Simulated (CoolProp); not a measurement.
Tetradecamethylhexasiloxane (MD4M) along the isotherm 346.85 °C: Z from the reference equation and from simpler models built on Tc = 380.0 °C, pc = 828.6 kPa, ω = 0.800; each cubic takes its own stable root.

Values from CoolProp's reference Helmholtz-energy equation of state, Thol 2019.

```json
[
 {"p (kPa)": "26.2", "phase": "gas", "reference": "0.9844", "Redlich-Kwong": "0.9874", "Soave-Redlich-Kwong": "0.9865", "Peng-Robinson": "0.9852"},
 {"p (kPa)": "40.8", "phase": "gas", "reference": "0.9755", "Redlich-Kwong": "0.9803", "Soave-Redlich-Kwong": "0.9788", "Peng-Robinson": "0.9769"},
 {"p (kPa)": "63.5", "phase": "gas", "reference": "0.9616", "Redlich-Kwong": "0.9690", "Soave-Redlich-Kwong": "0.9668", "Peng-Robinson": "0.9637"},
 {"p (kPa)": "98.9", "phase": "gas", "reference": "0.9392", "Redlich-Kwong": "0.9512", "Soave-Redlich-Kwong": "0.9475", "Peng-Robinson": "0.9428"},
 {"p (kPa)": "154", "phase": "gas", "reference": "0.9030", "Redlich-Kwong": "0.9224", "Soave-Redlich-Kwong": "0.9163", "Peng-Robinson": "0.9091"},
 {"p (kPa)": "240", "phase": "gas", "reference": "0.8422", "Redlich-Kwong": "0.8746", "Soave-Redlich-Kwong": "0.8640", "Peng-Robinson": "0.8529"},
 {"p (kPa)": "373", "phase": "gas", "reference": "0.7333", "Redlich-Kwong": "0.7914", "Soave-Redlich-Kwong": "0.7707", "Peng-Robinson": "0.7540"},
 {"p (kPa)": "581", "phase": "liquid", "reference": "0.1056", "Redlich-Kwong": "0.6112", "Soave-Redlich-Kwong": "0.1268", "Peng-Robinson": "0.1125"},
 {"p (kPa)": "905", "phase": "liquid", "reference": "0.1592", "Redlich-Kwong": "0.2041", "Soave-Redlich-Kwong": "0.1860", "Peng-Robinson": "0.1655"},
 {"p (kPa)": "1410", "phase": "liquid", "reference": "0.2397", "Redlich-Kwong": "0.2905", "Soave-Redlich-Kwong": "0.2731", "Peng-Robinson": "0.2434"},
 {"p (kPa)": "2190", "phase": "liquid", "reference": "0.3591", "Redlich-Kwong": "0.4171", "Soave-Redlich-Kwong": "0.3996", "Peng-Robinson": "0.3566"},
 {"p (kPa)": "3420", "phase": "liquid", "reference": "0.5396", "Redlich-Kwong": "0.6047", "Soave-Redlich-Kwong": "0.5869", "Peng-Robinson": "0.5246"},
 {"p (kPa)": "5320", "phase": "liquid", "reference": "0.8063", "Redlich-Kwong": "0.8770", "Soave-Redlich-Kwong": "0.8590", "Peng-Robinson": "0.7692"},
 {"p (kPa)": "8290", "phase": "liquid", "reference": "1.205", "Redlich-Kwong": "1.278", "Soave-Redlich-Kwong": "1.260", "Peng-Robinson": "1.131"}
]
```

At some of these states Redlich-Kwong gives the other phase, because its saturation line lies elsewhere.
